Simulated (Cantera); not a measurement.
## Equilibrium for roasting and sulfation: Na2CO3 + O2 + CO2 + H2S

Input: 1 mol Na2CO3, 0.19 mol O2, 1.3 mol CO2, 0.11 mol H2S, held at 1025 K and 6.80 bar.

Cantera equilibrium calculation (NASA polynomials, part measured and part estimated; ideal gas, pure solids and liquids). Candidate condensed phases: C, C6H6, C7H8, C8H18, H2O, H2SO4, Na, NaOH, NaO2, Na2CO3, Na2O, Na2O2, Na2S, Na2SO4, S; 131 gas species. Mutual solubility and eutectic melting of coexisting phases are not modelled. Gases not in the tables: S3 to S7. Equilibrium is a limit: real reactors are often held back by kinetics, nucleation or transport.

```yaml
x(CO2): 0.910
x(H2O): 0.0672
x(CO): 0.0154
x(H2S): 0.00414
x(H2): 0.00148
x(COS): 0.00137
x(SO2): 0.000109
x(S2): 0.000106
x(S2O): 1.01e-6
n(Na2CO3(s)): 0.899 mol
n(Na2SO4(s)): 0.101 mol
gas_amount: 1.512 mol
log10 activity of Na2S(s) (absent): -1.89
log10 activity of S(l) (absent): -2.00
log10 activity of NaOH(l) (absent): -2.71
```
